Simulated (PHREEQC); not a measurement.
Solution (75 °C): 0.0006 mol PbCl2 and 0.061 mol NaNO3 per kg of water. Closed to the air; pH follows from the charge balance.

All values are PHREEQC results (ion-association model, wateq4f.dat), not measurements.

No solid was allowed to form.

Task: What pH does the model give?

Result: pH 5.71.

Task: In which forms is Pb present?

Result: Pb+2 71 %, PbNO3+ 24 %, PbCl+ 3.7 % of the Pb.

Saturation is exceeded, for instance for Pb(OH)2; the values hold only as long as no solid forms. Species that the database lacks are ignored. Away from 25 °C the constants follow the database's enthalpies or fits; those with neither stay at their 25 °C values.
